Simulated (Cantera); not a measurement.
# Equilibrium for iron carbonyl, mercury and lead vapours: PbO + H₂ + N₂

Feed: 1 mol PbO, 0.14 mol H₂, 19 mol N₂, held at 1.70 mbar.

Method: chemical equilibrium by Gibbs-energy minimisation in Cantera with the NASA 1993 tables (ideal gas, pure condensed phases). Candidate condensed phases: H₂O, Pb, PbO, PbO₂, Pb₃O₄; 27 gas species. The numbers say what is thermodynamically allowed, not how fast it happens.

```tsv
T (K)	log p N₂	log p PbO	log p Pb	log p O₂	log p H₂O	log p NO	log p OH	log p O	n Pb(s)	n PbO(red)	n Pb(l)	n PbO(yellow)
498	-2.77	<-14	-14.74	<-14	-4.91	<-14	<-14	<-14	0.140	0.860	0	0
648	-2.77	-14.48	-10.08	<-14	-4.91	<-14	<-14	<-14	0	0.860	0.140	0
798	-2.77	-10.20	-7.24	<-14	-4.91	<-14	<-14	<-14	0	0	0.139	0.860
948	-2.77	-7.31	-5.32	-13.70	-4.91	-12.61	-12.61	<-14	0	0	0.0859	0.859
1098	-2.78	-5.23	-4.91	-8.47	-4.91	-9.31	-10.09	-12.86	0	0	0	0.793
1248	-2.80	-4.19	-4.70	-5.38	-4.93	-7.25	-8.39	-9.87	0	0	0	0
1398	-2.80	-4.31	-4.46	-4.95	-4.93	-6.63	-7.55	-8.51	0	0	0	0
1548	-2.80	-4.49	-4.29	-4.72	-4.94	-6.18	-6.91	-7.48	0	0	0	0
```
log p: log10 of the partial pressure in bar; n: condensed amount in mol.

At 498 K the condensed part is Pb(s) + PbO(red). At 648 K the condensed part is Pb(l) + PbO(red). From 798 K to 948 K the condensed part is Pb(l) + PbO(yellow). At 1098 K the condensed part is PbO(yellow). From 1248 K to 1548 K nothing is condensed.
